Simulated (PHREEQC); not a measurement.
Make-up at 20 °C: 0.076 mol/kgw HCl, 0.22 mol/kgw NiCl2 and 0.099 mol/kgw KCl. Closed to the air; pH follows from the charge balance.

Model: ion-association model, wateq4f.dat, run in PHREEQC.

Task: The ionic strength comes out as 0.641 mol/kgw. What activity coefficients do Ni+2, NiCl+, H+, K+, Cl- get?

Result: Ni+2 0.31, NiCl+ 0.74, H+ 0.76, K+ 0.63, Cl- 0.63.

Precipitation was switched off in this run.
